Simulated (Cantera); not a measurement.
A freely propagating, adiabatic, planar premixed flame of C₂H₆ : O₂ : N₂ : CO₂ = 1 : 2.5 : 10.5 : 1.3 (molar parts), equivalence ratio 1.4, unburnt at 400 K and 1.01 bar; mixture-averaged transport, grid criteria slope 0.08 and curve 0.16, no radiation.

Detailed kinetics in Cantera: GRI-Mech 3.0 (53 species, 325 reactions). Burning velocities carry a grid error of a few per cent, more on coarse grids.

Problem. Predict: laminar burning velocity; thermal thickness; peak x(HCO); peak x(H₂).

Solution. 
```json
{
 "laminar_burning_velocity": "19.0 cm/s",
 "thermal_thickness": "0.835 mm",
 "peak x(HCO)": "1.15e-5",
 "peak x(H₂)": "0.0347"
}
```
